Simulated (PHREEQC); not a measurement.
## Copper plating or etch bath

Dissolve 9.4e-05 mol/kgw Cu(BF4)2 and 3.5e-07 mol/kgw HNO3 at 80 °C. Closed to the air; pH follows from the charge balance.

All values are PHREEQC results (ion-association model, phreeqc.dat), not measurements.

```
Property                         Value
--------------------  ----------------
pH                                3.69
ionic strength        0.000491 mol/kgw
specific conductance         260 µS/cm
total alkalinity         -0.564 meq/kg
```

```json
[
 {"species": "F-", "molality": "0.000397", "activity": "0.000386", "log γ": "-0.012"},
 {"species": "HF", "molality": "0.000352", "activity": "0.000352", "log γ": "0.000"},
 {"species": "H+", "molality": "0.000211", "activity": "0.000206", "log γ": "-0.012"},
 {"species": "H3BO3", "molality": "0.000188", "activity": "0.000188", "log γ": "0.000"},
 {"species": "Cu+2", "molality": "9.31e-5", "activity": "8.33e-5", "log γ": "-0.048"},
 {"species": "CuF+", "molality": "9.20e-7", "activity": "8.95e-7", "log γ": "-0.012"},
 {"species": "HF2-", "molality": "5.99e-7", "activity": "5.82e-7", "log γ": "-0.012"},
 {"species": "BF2(OH)2-", "molality": "3.85e-7", "activity": "3.75e-7", "log γ": "-0.012"},
 {"species": "NO3-", "molality": "3.50e-7", "activity": "3.40e-7", "log γ": "-0.012"}
]
```

Precipitation was switched off in this run. Species that the database lacks are ignored. Constants without temperature data keep their 25 °C values here. Real BF4- forms and hydrolyses slowly; the run takes it at equilibrium.
